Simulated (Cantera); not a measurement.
An isothermal, constant-pressure homogeneous reactor starts with CO : O2 : H2O : N2 = 0.0046 : 0.048 : 0.00063 : 1 (molar parts), equivalence ratio 0.048, at 1250 K and 760 Torr.

Model: GRI-Mech 3.0 (53 species, 325 reactions), integrated in Cantera.

x: mole fraction; the columns are a selection and need not sum to one.

| t (s) | x CO | x O2 | x H2O | x H2 | x CO2 | x H | x OH |
|---|---|---|---|---|---|---|---|
| 1.00e-6 | 0.00437 | 0.0456 | 0.000598 | <1e-12 | 2.13e-11 | <1e-12 | <1e-12 |
| 5.01e-6 | 0.00437 | 0.0456 | 0.000598 | <1e-12 | 1.07e-10 | <1e-12 | <1e-12 |
| 2.51e-5 | 0.00437 | 0.0456 | 0.000598 | <1e-12 | 5.36e-10 | <1e-12 | 2.61e-12 |
| 0.000126 | 0.00437 | 0.0456 | 0.000598 | <1e-12 | 2.72e-9 | 4.10e-12 | 4.42e-11 |
| 0.000632 | 0.00437 | 0.0456 | 0.000598 | 2.99e-12 | 1.62e-8 | 8.79e-11 | 8.59e-10 |
| 0.00317 | 0.00437 | 0.0456 | 0.000598 | 5.12e-10 | 4.83e-7 | ___ | 3.90e-8 |
| 0.0159 | 0.00251 | 0.0446 | 0.000580 | 2.71e-6 | 0.00186 | ___ | 2.48e-5 |
| 0.0796 | 0.000210 | 0.0436 | 0.000595 | 2.03e-7 | 0.00417 | ___ | 8.02e-6 |
| 0.399 | 7.39e-6 | 0.0435 | 0.000598 | 6.77e-9 | 0.00437 | ___ | 2.02e-6 |
| 2.00 | 9.88e-8 | 0.0435 | 0.000599 | 4.16e-10 | 0.00438 | 3.90e-11 | 6.05e-7 |

Fill in the missing entries.


- 0.00317, x H: 4.09e-9
- 0.0159, x H: 5.74e-6
- 0.0796, x H: 1.69e-7
- 0.399, x H: 1.91e-9
